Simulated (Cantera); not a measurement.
Charge: 1 mol MgO, 0.1 mol SO2, 0.71 mol CO2, held at 7.50 Torr.

Method: chemical equilibrium by Gibbs-energy minimisation in Cantera with the NASA 1993 tables (ideal gas, pure condensed phases). Candidate condensed phases: C, Mg, MgCO3, MgO, MgS, MgSO4, S; 26 gas species. Rates play no part. All values below are at 1700 K.

Base state: CO2 0.864, SO2 0.123, CO 0.00887, O2 0.00447, SO 0.000111, O 2.99e-5, SO3 1.25e-5 (mole fractions); condensed: MgO(s).

Q: What changes in the equilibrium state with this change: 0.83 mol O2 added?

A: 
```
species        before     after
-----------  --------  --------
O2            0.00447     0.506
CO2             0.864     0.432
SO2             0.123    0.0609
SO           0.000111   5.18e-6
CO            0.00887  0.000417
MgO(s), mol      1.00      1.00
```
